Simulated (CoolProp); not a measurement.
R1224YDZ at 313.91 K and 0.0893 MPa is compressed adiabatically to 0.174 MPa with isentropic efficiency 0.8. Each further row changes one setting.

Computed with CoolProp (reference Helmholtz-energy equation of state, Akasaka 2023).

```
case             work (kJ/kg)  final temperature (K)  final density (kg/m³)
---------------  ------------  ---------------------  ---------------------
as stated                14.5                  333.5                   9.77
efficiency 1             11.6                  330.1                   9.89
efficiency 0.65          17.8                  337.4                   9.63
```
